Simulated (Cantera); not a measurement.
Cantera with NASA thermochemical tables; ideal gases at 1 bar, condensed phases pure. Values are per mole of reaction as written; species without (g) are pure solids or liquids, kept so even where they would boil at 1 bar.

NbO2(g) + 2 H2O(g) = Nb + 4 OH(g), with ΔH° = 841.1 kJ and ΔS° = 121.0 J/K at 300 K.

Problem. How far is the shortcut ΔG° ≈ ΔH°(300 K) − T·ΔS°(300 K) from the full temperature-dependent value at 650, 700, 750, 800, 850, 900, 950, 1000, 1050 K?

Solution. 
```json
[
 {"T (K)": "650", "shortcut (kJ)": "762.4", "full (kJ)": "758.2", "difference (kJ)": "4.3", "difference in log10 K": "-0.34"},
 {"T (K)": "700", "shortcut (kJ)": "756.4", "full (kJ)": "751.1", "difference (kJ)": "5.3", "difference in log10 K": "-0.39"},
 {"T (K)": "750", "shortcut (kJ)": "750.3", "full (kJ)": "743.9", "difference (kJ)": "6.4", "difference in log10 K": "-0.44"},
 {"T (K)": "800", "shortcut (kJ)": "744.3", "full (kJ)": "736.8", "difference (kJ)": "7.5", "difference in log10 K": "-0.49"},
 {"T (K)": "850", "shortcut (kJ)": "738.2", "full (kJ)": "729.5", "difference (kJ)": "8.7", "difference in log10 K": "-0.53"},
 {"T (K)": "900", "shortcut (kJ)": "732.2", "full (kJ)": "722.2", "difference (kJ)": "9.9", "difference in log10 K": "-0.58"},
 {"T (K)": "950", "shortcut (kJ)": "726.1", "full (kJ)": "714.9", "difference (kJ)": "11.2", "difference in log10 K": "-0.61"},
 {"T (K)": "1000", "shortcut (kJ)": "720.1", "full (kJ)": "707.6", "difference (kJ)": "12.5", "difference in log10 K": "-0.65"},
 {"T (K)": "1050", "shortcut (kJ)": "714.0", "full (kJ)": "700.2", "difference (kJ)": "13.8", "difference in log10 K": "-0.69"}
]
```
The shortcut ignores the heat-capacity change of the reaction.
